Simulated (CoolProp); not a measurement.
A Linde-Hampson liquefier for ethylene: isothermal reversible compression at 290 K from 1 atm to 5 MPa, throttling to 1 atm, return gas leaving the recuperator 0 K below the feed. Each further row changes one setting.

Values from CoolProp's reference Helmholtz-energy equation of state, Smukala 2000.

| case | liquid yield per pass | compression work (kJ/kg of gas) |
|---|---|---|
| as stated | 0.200 | 305 |
| high pressure 10 MPa | 0.482 | 325 |
| warm-end temperature 320 K | 0.121 | 347 |
| warm-end gap 5 K | 0.191 | 305 |
